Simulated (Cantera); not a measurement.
Charge: 1 mol TEOS, 5.8 mol NO, 4.8 mol H2, equilibrated at 698 K and 0.00133 bar.

Equilibrium computed with Cantera from the NASA thermochemical tables; the gas is ideal and each condensed phase is pure. Candidate condensed phases: C, C6H6, C7H8, C8H18, H2O, Si, SiC, SiO2, Si2N2O, Si3N4; 151 gas species. The feed counts by its element totals alone. Kinetics and transport are ignored.

Base state: H2 0.607, N2 0.130, CO 0.124, CO2 0.0896, H2O 0.0458, CH4 0.00436 (mole fractions); condensed: C(graphite) + SiO2(α-quartz).

Question: What changes in the equilibrium state with this change: H2 from 4.8 to 85 mol?

Answer: 
| species | before | after |
|---|---|---|
| H2 | 0.607 | 0.894 |
| CO | 0.124 | 0.0384 |
| N2 | 0.130 | 0.0285 |
| CO2 | 0.0896 | 0.00864 |
| H2O | 0.0458 | 0.0210 |
| CH4 | 0.00436 | 0.00945 |
| C(graphite), mol | 3.13 | 2.25 |
| SiO2(α-quartz), mol | 1.00 | 1.00 |

Question: What changes in the equilibrium state with this change: pressure from 0.00133 bar to 0.0280 bar?

Answer: 
```csv
species,before,after
H2,0.607,0.483
H2O,0.0458,0.178
N2,0.130,0.152
CO,0.124,0.0287
CH4,0.00436,0.0578
CO2,0.0896,0.101
NH3,2.18e-6,3.52e-5
"C(graphite), mol",3.13,4.42
"SiO2(α-quartz), mol",1.00,1.00
```
